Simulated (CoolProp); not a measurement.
Properties of R245ca along the isotherm 450 K (Tc = 447.6 K, pc = 3941 kPa, ω = 0.355).

Computed with CoolProp (reference Helmholtz-energy equation of state, Zhou 2016).

```tsv
p (kPa)	phase	density (kg/m³)	speed of sound (m/s)
141	gas	5.115	169.8
281	gas	10.33	168.0
422	gas	15.71	166.0
563	gas	21.25	164.1
704	gas	26.94	162.1
844	gas	32.77	160.1
985	gas	38.82	158.0
1130	gas	45.24	155.8
1270	gas	51.66	153.7
1410	gas	58.32	151.5
1550	gas	65.22	149.2
1690	gas	72.40	146.8
1830	gas	79.89	144.4
1970	gas	87.72	141.9
```
